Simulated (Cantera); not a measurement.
A closed system holds: 1 mol SiC, 1.4 mol N₂O, 4.8 mol H₂, at 0.460 Pa.

Equilibrium computed with Cantera from the NASA thermochemical tables; the gas is ideal and each condensed phase is pure. Candidate condensed phases: C, C₆H₆, C₇H₈, C₈H₁₈, H₂O, Si, SiC, SiO₂, Si₂N₂O, Si₃N₄; 151 gas species. Rates play no part.

Problem. Which condensed phases are stable at each of these points (T (°C)): 1102, 1177, 1252, 1327, 1402, 1477, 1552, 1627, 1702, 1777?

Solution. 
| T (°C) | condensed phases | Si condensed (%) |
|---|---|---|
| 1102 | SiC(s) | 30.0 |
| 1177 | SiC(s) | 30.0 |
| 1252 | SiC(s) | 29.7 |
| 1327 | SiC(s) | 28.4 |
| 1402 | SiC(s) | 22.5 |
| 1477 | SiC(s) | 3.5 |
| 1552 | gas only | 0.0 |
| 1627 | gas only | 0.0 |
| 1702 | gas only | 0.0 |
| 1777 | gas only | 0.0 |

From 1102 °C to 1477 °C the condensed part is SiC(s). From 1552 °C to 1777 °C nothing is condensed.
